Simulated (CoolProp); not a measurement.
Values from CoolProp's reference Helmholtz-energy equation of state, Lemmon 2005. It is a short technical equation, of lower accuracy than the large ones.

Question: Give the vapour pressure (MPa), vapour Z, surface tension (mN/m) of saturated isobutene at 213.1, 227.6 K.

Answer: 
| T (K) | p (MPa) | vapour Z | surface tension (mN/m) |
|---|---|---|---|
| 213.1 | 0.00688 | 0.993 | 22.7 |
| 227.6 | 0.0166 | 0.987 | 20.7 |

Surface tension comes from a separate correlation (Mulero 2012).
